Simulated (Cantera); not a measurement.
Charge: 1 mol FeS, 3.7 mol SO3, 7.2 mol CO2, held at 1 atm.

These are equilibrium values from Cantera (NASA tables, ideal gas, pure condensed phases), not measurements of a reactor. Candidate condensed phases: C, Fe, Fe(CO)5, FeO, FeS, FeSO4, FeS2, Fe2O3, Fe2(SO4)3, Fe3O4, S; 25 gas species. Rates play no part.

Question: At 1025 K, list the 4 most abundant gas species with their mole fractions, and the condensed phases.

Answer: CO2 0.605, SO2 0.380, SO3 0.0151, O2 0.000848. Condensed: Fe2O3(s).
